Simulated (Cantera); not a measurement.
Input (Python, Cantera) and output of one run.

```python
import numpy as np
import cantera as ct

gas_names = """
    H HO2 H2 H2O H2O2 O OH O2 O3 Zr ZrO ZrO2
""".split()
cond_names = """
    H2O(s) H2O(L) Zr(a) Zr(b) Zr(L) ZrO2(a) ZrO2(b) ZrO2(L)
""".split()


# ... load() reads the species with a 1 bar reference pressure and builds the phases ...
atoms = {
    'ZrO2': {'Zr': 1, 'O': 2},
    'H2': {'H': 2},
}
top_T = {}  # K; cautious upper limits of use, not melting points


# ... equilibrate(T, P, feed) seeds the gas with the atoms and calls Mixture.equilibrate('TP', solver="vcs", rtol=1e-11, max_steps=5000) ...
results = []
feed = {'ZrO2': 1, 'H2': 900}  # mol
P = 13332.2  # Pa
for T in [1425, 1475, 1525, 1575, 1625, 1675, 1725, 1775]:
    mix = equilibrate(T, P, feed)
    results.append((T, P, feed, dict(zip(mix.species_names, mix.species_moles))))

top = {s: max(r[3][s] / sum(r[3][g] for g in gas_names) for r in results) for s in gas_names}
cols = sorted((s for s in top if top[s] > 1e-06), key=lambda s: -top[s])[:9]
seen = [c for c in cond_names if any(r[3].get(c, 0) > 1e-12 for r in results)]
print("log10 of partial pressures in bar; condensed amounts in mol")
print(f"{'T/K':>10s}" + "".join(f"{s[:9]:>10s}" for s in cols + seen))
for T, P, feed, n in results:
    ng = sum(n[g] for g in gas_names)
    print(f"{T:10.4g}" + "".join(f"{np.log10(max(n[s] / ng * P / 1e5, 1e-99)):10.3f}" for s in cols)
          + "".join(f"{n.get(c, 0):10.4g}" for c in seen))
```

Result:

```
log10 of partial pressures in bar; condensed amounts in mol
       T/K        H2         H     Zr(b)   ZrO2(a)   ZrO2(b)
      1425    -0.875    -5.604 4.176e-07         1         0
      1475    -0.875    -5.325 9.698e-07         1         0
      1525    -0.875    -5.064 2.112e-06         0         1
      1575    -0.875    -4.819 4.369e-06         0         1
      1625    -0.875    -4.589 8.624e-06         0         1
      1675    -0.875    -4.373 1.629e-05         0         1
      1725    -0.875    -4.169 2.952e-05         0         1
      1775    -0.875    -3.976 5.129e-05         0    0.9999
```

Cantera equilibrium calculation (NASA polynomials, part measured and part estimated; ideal gas, pure solids and liquids).
